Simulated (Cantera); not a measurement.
Feed: 1 mol CO, 0.73 mol H2, at 1477 °C and 7.50 Torr.

Method: chemical equilibrium by Gibbs-energy minimisation in Cantera with the NASA 1993 tables (ideal gas, pure condensed phases). Candidate condensed phases: C, C6H6, C7H8, C8H18, H2O; 110 gas species. Equilibrium is a limit: real reactors are often held back by kinetics, nucleation or transport.

Base state: CO 0.578, H2 0.421, H 0.00151 (mole fractions); condensed: gas only.

Problem. What changes in the equilibrium state with this change: CO replaced by n-butane?

Solution. 
```json
[
 {"species": "H2", "before": "0.421", "after": "0.998"},
 {"species": "H", "before": "0.00151", "after": "0.00232"},
 {"species": "C2H2 (acetylene)", "before": "2.51e-6", "after": "0.000115"},
 {"species": "CO", "before": "0.578", "after": "0"},
 {"species": "C(graphite), mol", "before": "0", "after": "4.00"}
]
```
